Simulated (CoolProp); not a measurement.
Vapour-liquid equilibrium of o-xylene (1) + n-decane (2) at 1.5 bar; x and y are mole fractions of (1).

Values from CoolProp's multi-fluid Helmholtz-energy mixture model, Zhou 2012 and Lemmon 2006; pair parameters Bell 2016.

```json
[
 {"x": "0.05", "bubble temperature (°C)": "188.3", "y at the bubble point": "0.088", "dew temperature at overall composition x (°C)": "189.1", "liquid density (mol/L)": "4.240"},
 {"x": "0.2", "bubble temperature (°C)": "182.8", "y at the bubble point": "0.321", "dew temperature at overall composition x (°C)": "185.7", "liquid density (mol/L)": "4.567"},
 {"x": "0.35", "bubble temperature (°C)": "177.6", "y at the bubble point": "0.510", "dew temperature at overall composition x (°C)": "182.0", "liquid density (mol/L)": "4.929"},
 {"x": "0.5", "bubble temperature (°C)": "172.9", "y at the bubble point": "0.663", "dew temperature at overall composition x (°C)": "177.9", "liquid density (mol/L)": "5.333"},
 {"x": "0.65", "bubble temperature (°C)": "168.6", "y at the bubble point": "0.788", "dew temperature at overall composition x (°C)": "173.3", "liquid density (mol/L)": "5.787"},
 {"x": "0.8", "bubble temperature (°C)": "164.6", "y at the bubble point": "0.890", "dew temperature at overall composition x (°C)": "168.1", "liquid density (mol/L)": "6.301"},
 {"x": "0.95", "bubble temperature (°C)": "161.0", "y at the bubble point": "0.975", "dew temperature at overall composition x (°C)": "162.1", "liquid density (mol/L)": "6.889"}
]
```

No azeotrope shows between x = 0.05 and 0.95.

Pair parameters are fitted to limited data, so mixtures are less certain than the pure fluids.
